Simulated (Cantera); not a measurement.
## Equilibrium for silicon nitride deposition: SiH4 + NH3 + N2

A closed system holds: 1 mol SiH4, 0.55 mol NH3, 13 mol N2, equilibrated at 39.0 Pa.

These are equilibrium values from Cantera (NASA tables, ideal gas, pure condensed phases), not measurements of a reactor. Candidate condensed phases: Si, Si3N4; 18 gas species. The tables' values for SiN are old estimates; treat these amounts as uncertain. The numbers say what is thermodynamically allowed, not how fast it happens.

```csv
T (°C),x N2,x H2,x Si,x H,x Si2N,x SiH,x SiN,n Si3N4(s),n Si(s),n Si(l)
452,0.817,0.183,<1e-12,2.02e-12,<1e-12,<1e-12,<1e-12,0.333,0,0
552,0.817,0.183,<1e-12,1.72e-10,<1e-12,<1e-12,<1e-12,0.333,0,0
652,0.817,0.183,<1e-12,5.64e-9,<1e-12,<1e-12,<1e-12,0.333,0,0
752,0.817,0.183,<1e-12,9.44e-8,<1e-12,<1e-12,<1e-12,0.333,0,0
852,0.817,0.183,<1e-12,9.63e-7,<1e-12,<1e-12,<1e-12,0.333,0,0
952,0.817,0.183,2.94e-11,6.75e-6,<1e-12,3.19e-12,2.83e-12,0.333,0,0
1052,0.817,0.183,5.01e-9,3.54e-5,6.53e-12,3.07e-10,2.67e-10,0.333,0,0
1152,0.817,0.183,4.11e-7,0.000148,1.79e-9,1.54e-8,1.32e-8,0.333,0,0
1252,0.817,0.183,1.88e-5,0.000512,2.32e-7,4.59e-7,3.87e-7,0.333,0,0
1352,0.824,0.175,0.000418,0.00149,1.01e-5,6.87e-6,5.88e-6,0,0.993,0
1452,0.821,0.173,0.00260,0.00391,4.55e-5,3.05e-5,2.60e-5,0,0,0.955
1552,0.811,0.168,0.0117,0.00914,0.000134,0.000100,8.54e-5,0,0,0.798
```
x: gas mole fraction; n: condensed amount in mol.

From 452 °C to 1252 °C the condensed part is Si3N4(s). At 1352 °C the condensed part is Si(s). From 1452 °C to 1552 °C the condensed part is Si(l).
